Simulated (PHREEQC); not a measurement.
# Alkaline etch or developer: an equilibrium model

A solution holds 0.12 mol/kgw NaOH, 2.2e-06 mol/kgw H4SiO4 and 0.0014 mol/kgw Na2CO3, at 25 °C. Closed to the air; pH follows from the charge balance.

All values are PHREEQC results (ion-association model, wateq4f.dat), not measurements.

Each row changes one thing in this solution. No solid was allowed to form.

```
case                                        pH  ionic strength (mol/kgw)  CO3-2 (mol/kgw)  NaCO3- (mol/kgw)  HCO3- (mol/kgw)  NaHCO3 (mol/kgw)  SI of Natron (Na2CO3:10H2O)  SI of Nahcolite (NaHCO3)
---------------------------------------  -----  ------------------------  ---------------  ----------------  ---------------  ----------------  ---------------------------  ------------------------
as made                                  12.95                     0.123         0.000769          0.000630          8.53e-7           3.41e-8                        -4.31                     -6.66
H4SiO4 from 2.2e-06 to 2.42e-06 mol/kgw  12.95                     0.123         0.000769          0.000630          8.53e-7           3.41e-8                        -4.31                     -6.66
NaOH from 0.12 to 0.024 mol/kgw          12.31                    0.0276          0.00110          0.000295          7.31e-6           7.97e-8                        -5.20                     -6.30
H4SiO4 left out                          12.95                     0.123         0.000769          0.000630          8.53e-7           3.41e-8                        -4.31                     -6.66
NaOH from 0.12 to 1.2 mol/kgw            13.85                      1.20         0.000260           0.00114          2.12e-8           5.08e-9                        -3.33                     -7.38
temperature from 25 to 5 °C              13.69                     0.124          0.00109          0.000311          3.80e-7           1.54e-8                        -3.31                     -6.81
NaOH from 0.12 to 0.108 mol/kgw          12.91                     0.111         0.000794          0.000605          9.92e-7           3.64e-8                        -4.37                     -6.63
```

The ionic strength passes 0.7 mol/kgw, the rough limit of the ion-association models, in NaOH from 0.12 to 1.2 mol/kgw. Away from 25 °C the constants follow the database's enthalpies or fits; those with neither stay at their 25 °C values.
